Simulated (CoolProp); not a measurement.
Properties of R407C at several states.

The numbers come from the reference Helmholtz-energy equation of state, Lemmon 2003 in CoolProp. It is a pseudo-pure fit of the blend.

| T (°C) | p (MPa) | phase | Z | speed of sound (m/s) | isothermal compressibility (1/MPa) | conductivity (mW/(m K)) |
|---|---|---|---|---|---|---|
| -41.35 | 0.246 | liquid | 0.008008 | 793.0 | 0.001810 | 114 |
| 176.85 | 2.3 | gas | 0.9194 | 205.6 | 0.4735 | 26.5 |
| 73.25 | 0.321 | gas | 0.9703 | 189.2 | 3.212 | 17.1 |

Thermal conductivity comes from a separate model (Geller 2001).
